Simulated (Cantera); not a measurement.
A freely propagating, adiabatic, planar premixed flame of CH₄ : C₂H₆ : O₂ : N₂ = 1 : 0.042 : 3.16 : 11.9 (molar parts), unburnt at 375 K and 10.0 bar; mixture-averaged transport, grid criteria slope 0.08 and curve 0.16, no radiation.

Computed with Cantera and GRI-Mech 3.0 (53 species, 325 reactions). Burning velocities carry a grid error of a few per cent, more on coarse grids.

**Question.** What does this change do: inlet temperature 375 to 723 K?

**Answer.** 
```csv
quantity,before,after
laminar burning velocity,8.74 cm/s,50.5 cm/s
thermal thickness,0.171 mm,0.0746 mm
peak x(H₂O₂),8.12e-5,8.14e-5
peak x(C₂H),<1e-8,6.45e-8
```

**Question.** What does this change do: 0.14 parts H2 added?

**Answer.** 
| quantity | before | after |
|---|---|---|
| laminar burning velocity | 8.74 cm/s | 10.5 cm/s |
| thermal thickness | 0.171 mm | 0.148 mm |
| peak x(H₂O₂) | 8.12e-5 | 9.22e-5 |
| peak x(C₂H) | <1e-8 | 1.30e-8 |
